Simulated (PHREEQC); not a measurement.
A solution holds 17 mmol/kgw NaH2PO4 and 0.65 mmol/kgw NaOH, at 25 °C. It is in equilibrium with CO2 at log p = -2 (atm). Otherwise closed; pH follows from the charge balance.

The numbers come from PHREEQC with the ion-association model, phreeqc.dat.

```csv
quantity,before,after
pH,5.59,5.01
HPO4-2 (mol/kgw),0.000580,1.11e-6
HCO3- (mol/kgw),6.62e-5,1.56e-5
```

**Question.** What was changed between the two runs?
A) temperature from 25 to 40 °C
B) diluted 100-fold with water
C) NaOH from 0.00065 to 0.000975 mol/kgw
D) NaH2PO4 from 0.017 to 0.0017 mol/kgw

**Answer.** B, diluted 100-fold with water

No solid was allowed to form.
